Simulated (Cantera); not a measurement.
A freely propagating, adiabatic, planar premixed flame of H2 : O2 : N2 = 1 : 0.385 : 1.12 (molar parts), unburnt at 650 K and 270000 Pa; mixture-averaged transport, grid criteria slope 0.08 and curve 0.16, no radiation.

Computed with Cantera and the H2/O2 subset of GRI-Mech 3.0, which has no nitrogen chemistry. The hydrogen kinetics of GRI-Mech 3.0 are dated; newer H2 mechanisms differ, most at raised pressure. Burning velocities carry a grid error of a few per cent, more on coarse grids.

Q: What does this change do: inlet temperature 650 to 498 K?

A: 
```csv
quantity,before,after
laminar burning velocity,1260 cm/s,812 cm/s
thermal thickness,0.124 mm,0.111 mm
peak x(O),0.0114,0.00961
peak x(HO2),0.000623,0.000836
peak x(H),0.0814,0.0727
```
